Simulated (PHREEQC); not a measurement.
Consider water at 25 °C with 0.019 mol KOH and 0.0026 mol Na2SiO3 per kg of water. Closed to the air; pH follows from the charge balance.

Model: ion-association model, phreeqc.dat, run in PHREEQC.

This is a speciation only: nothing precipitates in the calculation.

Task: Order these Si species by the share of Si that they hold, largest first: H2SiO4-2, H4SiO4, H3SiO4-.

Result: H3SiO4- (84 %), H2SiO4-2 (16 %), H4SiO4 (0.27 %)

The pH is 12.25 and the ionic strength 0.0246 mol/kgw.
